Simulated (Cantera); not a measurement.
Standard-state values (1 bar) from the NASA 1993 polynomials, evaluated with Cantera. Values are per mole of reaction as written; species without (g) are pure solids or liquids, kept so even where they would boil at 1 bar.

5 N(g) + V2O5 = 5 NO(g) + 2 V, with ΔH° = -356.5 kJ and ΔS° = 214.3 J/K at 300 K.

Q: How far is the shortcut ΔG° ≈ ΔH°(300 K) − T·ΔS°(300 K) from the full temperature-dependent value at 2023, 2098, 2173, 2248, 2323, 2398, 2473, 2548, 2623, 2698 K?

A: 
```csv
T (K),shortcut (kJ),full (kJ),difference (kJ),difference in log10 K,condensed phases
2023,-790.0,-598.5,-191.5,4.94,"V2O5(l), V(s)"
2098,-806.1,-601.8,-204.3,5.09,"V2O5(l), V(s)"
2173,-822.2,-605.0,-217.1,5.22,"V2O5(l), V(s)"
2248,-838.2,-609.4,-228.8,5.32,"V2O5(l), V(l)"
2323,-854.3,-614.1,-240.2,5.40,"V2O5(l), V(l)"
2398,-870.4,-618.7,-251.7,5.48,"V2O5(l), V(l)"
2473,-886.5,-623.3,-263.1,5.56,"V2O5(l), V(l)"
2548,-902.5,-627.9,-274.7,5.63,"V2O5(l), V(l)"
2623,-918.6,-632.4,-286.2,5.70,"V2O5(l), V(l)"
2698,-934.7,-636.9,-297.8,5.76,"V2O5(l), V(l)"
```
The shortcut ignores heat capacities and the phase changes listed.
